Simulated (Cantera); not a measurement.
Charge: 1 mol Fe₃O₄, 2.4 mol C, 0.93 mol CO.

Method: chemical equilibrium by Gibbs-energy minimisation in Cantera with the NASA 1993 tables (ideal gas, pure condensed phases). Candidate condensed phases: C, Fe, Fe(CO)₅, FeO, Fe₂O₃, Fe₃O₄; 15 gas species. Each liquid is taken as pure. Mutual solubility and eutectic melting of coexisting phases are not modelled. The tables' stoichiometric FeO is somewhat more stable than real wüstite, so its field is too wide. FeO: taken at fixed stoichiometry. The numbers say what is thermodynamically allowed, not how fast it happens.

Stable condensed phases, one row left out:

```
T in K \ P in Pa
              10      32     100     320    1000    3200   10000   32000  100000  320000 1000000
   2425        A       A       A       A       B       B       C       C       C       C       C
   2375        A       A       A       A       B       B       C       C       C       C       C
   2325        A       A       A       A       B       C       C       C       C       C       C
   2275        A       A       A       B       B       C       C       C       C       C       C
   2225        A       A       A       B       B       C       C       C       C       C       C
   2175        A       A       B       B       C       C       C       C       C       C       C
   2125        A       A       B       B       C       C       C       C       C       C       C
   2075        A       B       B       C       C       C       C       C       C       C       C
   1975        B       B       C       C       C       C       C       C       C       C       C
   1925        B       B       C       C       C       C       C       C       C       C       C
   1875        B       C       C       C       C       C       C       C       C       C       C
```

A: gas only; B: FeO; C: Fe + FeO.

### Question
Give the row for 2025 K.

### Answer
10: gas only; 32: FeO; 100: FeO; 320: Fe + FeO; 1000: Fe + FeO; 3200: Fe + FeO; 10000: Fe + FeO; 32000: Fe + FeO; 100000: Fe + FeO; 320000: Fe + FeO; 1000000: Fe + FeO.
